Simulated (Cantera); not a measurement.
What does this Cantera script print?

```python
import numpy as np
import cantera as ct

gas = ct.Solution("gri30.yaml")
gas.TPX = 1100, 500000, {'H2': 1, 'O2': 1.28, 'N2': 4.82}
reactor = ct.IdealGasReactor(gas, energy="on", clone=False)
net = ct.ReactorNet([reactor])
net.rtol, net.atol = 1e-08, 1e-16
show = ['H2', 'O2', 'NO', 'HO2', 'H2O', 'H2O2', 'OH']
times = np.geomspace(7e-06, 0.6, 11)

steps = ct.SolutionArray(gas, extra=["t"])
rows = []
print(f"{'t/s':>10s}{'T/K':>9s}{'P/Pa':>11s}" + "".join(f"{s:>11s}" for s in show))
for t in times:
    while net.time < t:
        t_next = net.step()
        steps.append(gas.state, t=t_next)
    rows.append([np.interp(t, steps.t, y) for y in (steps.T, steps.P, *steps(*show).X.T)])
    print(f"{t:10.3e}{rows[-1][0]:9.1f}{rows[-1][1]:11.4g}" + "".join(f"{x:11.3e}" for x in rows[-1][2:]))
rate = np.gradient(steps.T, steps.t)
print("integrator steps:", len(steps.t))
if steps.T.max() > steps.T[0] + 200:
    print(f"time of steepest temperature rise: {steps.t[rate.argmax()]:.4e} s")
gas.TPX = 1100, 500000, {'H2': 1, 'O2': 1.28, 'N2': 4.82}
gas.equilibrate("UV")
print(f"equilibrium (UV): T = {gas.T:.1f} K  " + "  ".join(f"{s} {gas[s].X[0]:.3e}" for s in show))
```

Result:

```
       t/s      T/K       P/Pa         H2         O2         NO        HO2        H2O       H2O2         OH
 7.000e-06   1100.0      5e+05  1.408e-01  1.803e-01  7.924e-20  2.910e-08  1.615e-08  1.396e-10  2.715e-10
 2.180e-05   1100.0      5e+05  1.408e-01  1.803e-01  6.180e-19  1.274e-07  8.263e-08  1.987e-09  3.691e-10
 6.787e-05   1100.0      5e+05  1.408e-01  1.803e-01  4.003e-18  5.265e-07  3.834e-07  2.478e-08  6.170e-10
 2.114e-04   1100.0      5e+05  1.408e-01  1.803e-01  1.105e-16  3.713e-06  3.433e-06  4.209e-07  3.193e-09
 6.581e-04   2329.4   9.86e+05  3.427e-04  1.166e-01  4.014e-05  1.235e-05  1.484e-01  7.575e-07  4.864e-03
 2.049e-03   2327.7  9.852e+05  3.388e-04  1.163e-01  7.313e-04  1.225e-05  1.485e-01  7.531e-07  4.823e-03
 6.382e-03   2322.7  9.831e+05  3.313e-04  1.153e-01  2.658e-03  1.199e-05  1.485e-01  7.404e-07  4.731e-03
 1.987e-02   2312.1  9.785e+05  3.158e-04  1.133e-01  6.728e-03  1.146e-05  1.486e-01  7.139e-07  4.540e-03
 6.188e-02   2302.3  9.743e+05  3.020e-04  1.115e-01  1.048e-02  1.098e-05  1.488e-01  6.900e-07  4.369e-03
 1.927e-01   2301.0  9.737e+05  3.001e-04  1.113e-01  1.101e-02  1.091e-05  1.488e-01  6.867e-07  4.345e-03
 6.000e-01   2301.0  9.737e+05  3.001e-04  1.113e-01  1.101e-02  1.091e-05  1.488e-01  6.867e-07  4.345e-03
integrator steps: 1455
time of steepest temperature rise: 6.3350e-04 s
equilibrium (UV): T = 2301.0 K  H2 3.001e-04  O2 1.113e-01  NO 1.101e-02  HO2 1.091e-05  H2O 1.488e-01  H2O2 6.867e-07  OH 4.345e-03
```

Computed with Cantera and GRI-Mech 3.0 (53 species, 325 reactions). The hydrogen kinetics of GRI-Mech 3.0 are dated; newer H2 mechanisms differ, most at raised pressure.
